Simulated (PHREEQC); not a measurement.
A solution holds 0.003 mol/kgw KBr, 0.0067 mol/kgw NaHCO3, 0.0056 mol/kgw K2SO4 and 6.7e-05 mol/kgw NH4Cl, at 42 °C. Closed to the air; pH follows from the charge balance.

Computed with PHREEQC (ion-association model, wateq4f.dat).

```json
{
  "pH": "8.06",
  "ionic_strength": "0.0257 mol/kgw",
  "total_alkalinity": "6.70 meq/kg"
}
```

```
species  molality  activity   log γ
-------  --------  --------  ------
K+         0.0138    0.0118  -0.071
Na+       0.00657   0.00562  -0.068
HCO3-     0.00650   0.00559  -0.066
SO4-2     0.00514   0.00278  -0.268
Br-       0.00300   0.00256  -0.069
KSO4-    0.000354  0.000304  -0.066
NaSO4-   0.000101   8.67e-5  -0.066
CO2       9.62e-5   9.68e-5   0.003
CO3-2     7.16e-5   3.92e-5  -0.262
Cl-       6.70e-5   5.69e-5  -0.071
NH4+      5.55e-5   4.74e-5  -0.069
NaHCO3    1.76e-5   1.77e-5   0.003
NaCO3-    1.07e-5   9.23e-6  -0.066
NH3       9.54e-6   9.54e-6   0.000
```

This is a speciation only: nothing precipitates in the calculation. Away from 25 °C the constants follow the database's enthalpies or fits; those with neither stay at their 25 °C values.
